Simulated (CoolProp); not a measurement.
Vapour-liquid equilibrium of CHF3 (R23) (1) + propylene (2) at 0.141 MPa; x and y are mole fractions of (1).

Computed with CoolProp (multi-fluid Helmholtz-energy mixture model, Penoncello 2003 and Lemmon 2013; pair parameters Bell 2016).

```
x     bubble temperature, mixture model (°C)  bubble temperature, Raoult's law (°C)  y, mixture model  y, Raoult's law
----  --------------------------------------  -------------------------------------  ----------------  ---------------
0.05                                   -52.1                                  -44.4             0.432            0.212
0.15                                     [?]                                  -51.3             0.715            0.484
0.25                                   -69.6                                  -56.5             0.802            0.646
0.35                                     [?]                                  -60.6               [?]            0.752
0.45                                   -73.4                                  -64.1             0.857            0.825
0.55                                   -74.1                                  -67.0               [?]            0.878
0.65                                   -74.6                                  -69.5               [?]            0.918
0.75                                   -75.0                                  -71.6             0.892            0.948
0.85                                     [?]                                  -73.6               [?]            0.972
0.95                                   -76.0                                  -75.3             0.960            0.992
```

Q: What belongs in the gaps?

A: 
- 0.15, bubble temperature, mixture model (°C): -64.3
- 0.35, bubble temperature, mixture model (°C): -72.1
- 0.35, y, mixture model: 0.838
- 0.55, y, mixture model: 0.869
- 0.65, y, mixture model: 0.879
- 0.85, bubble temperature, mixture model (°C): -75.5
- 0.85, y, mixture model: 0.915

The largest gap from Raoult's law is -13.1 K in bubble temperature, at x = 0.25. No azeotrope shows between x = 0.05 and 0.95.

Pair parameters are fitted to limited data, so mixtures are less certain than the pure fluids. With so large a gap from Raoult's law the liquid may split in two, which this calculation doesn't test in full.
